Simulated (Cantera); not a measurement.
Feed: 1 mol SiCl₄, 0.1 mol HCl, 190 mol H₂, held at 10.0 mbar.

Cantera equilibrium calculation (NASA polynomials, part measured and part estimated; ideal gas, pure solids and liquids). Candidate condensed phases: Si; 19 gas species. Equilibrium is a limit: real reactors are often held back by kinetics, nucleation or transport.

At 1473 K, list the 4 most abundant gas species with their mole fractions, and the condensed phases.

H₂ 0.980, HCl 0.0190, SiCl₂ 0.00116, H 0.000125. Condensed: Si(s).
